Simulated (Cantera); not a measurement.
Feed: 1 mol Si3N4, 0.21 mol O2, at 0.0100 bar.

Method: chemical equilibrium by Gibbs-energy minimisation in Cantera with the NASA 1993 tables (ideal gas, pure condensed phases). Candidate condensed phases: Si, SiO2, Si2N2O, Si3N4; 16 gas species. Mutual solubility and eutectic melting of coexisting phases are not modelled. The tables' values for SiN are old estimates; treat these amounts as uncertain. The numbers say what is thermodynamically allowed, not how fast it happens.

x: gas mole fraction; n: condensed amount in mol.

```
T (°C)   x N2     x SiO      x Si   x Si2N     x SiN     x Si2  n Si2N2O(s)  n Si3N4(s)  n Si(l)
------  -----  --------  --------  -------  --------  --------  -----------  ----------  -------
627      1.00    <1e-12    <1e-12   <1e-12    <1e-12    <1e-12        0.420       0.720        0
777      1.00    <1e-12    <1e-12   <1e-12    <1e-12    <1e-12        0.420       0.720        0
927      1.00       [?]    <1e-12   <1e-12    <1e-12    <1e-12        0.420       0.720        0
1077     1.00   8.37e-8  6.29e-11   <1e-12  1.64e-11    <1e-12        0.420       0.720        0
1227    1.000       [?]       [?]      [?]   3.82e-9  1.07e-12        0.420       0.720        0
1377    0.999  0.000969   4.51e-6  9.60e-8   3.24e-7   2.56e-9        0.420       0.720        0
1527    0.968    0.0318  0.000298  1.96e-5   1.30e-5   1.69e-6        0.415       0.722        0
1677    0.824     0.173   0.00238  8.76e-5   6.36e-5   2.18e-5            0           0     2.57
```

Problem. Some entries are withheld; supply them.

Solution. 
- 927, x SiO: 1.29e-10
- 1227, x SiO: 1.45e-5
- 1227, x Si: 2.97e-8
- 1227, x Si2N: 1.62e-10
